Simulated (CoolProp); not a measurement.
Oxygen along the isobar 113 bar: density (kg/m³) from the reference equation and from simpler models built on Tc = 154.6 K, pc = 50.46 bar, ω = 0.022; each cubic takes its own stable root.

The numbers come from the reference Helmholtz-energy equation of state, Schmidt 1985 in CoolProp. Above 300 K oxygen's equation is extrapolated.

```
T (K)          phase  reference
-----  -------------  ---------
139.5         liquid      905.2
186.8  supercritical      421.5
234.1  supercritical      224.2
281.4  supercritical      166.6
328.7  supercritical      135.8
376    supercritical      115.7
423.3  supercritical      101.4
470.6  supercritical      90.42
```

Q: How far does each simpler model (van der Waals, Peng-Robinson) lie from the reference over these 8 states: mean and median of the absolute difference, and the worst?

A: 
- van der Waals: mean 6.1 %, median 3.3 %, worst -26.8 % at 139.5 K and 113 bar
- Peng-Robinson: mean 2.3 %, median 1.4 %, worst +8.5 % at 139.5 K and 113 bar
